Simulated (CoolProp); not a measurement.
Model: reference Helmholtz-energy equation of state, McLinden 2015, in CoolProp.

Q: For the fluoroketone C6F12O (FK-5-1-12), give the phase and the Z, cp (kJ/(kg K)), cv (kJ/(kg K)), expansivity (1/kK) at 137.45 °C and 0.63 MPa.

A: 
- 137.45 °C and 0.63 MPa: gas; Z 0.823, cp 1.04, cv 0.965, expansivity 4.91
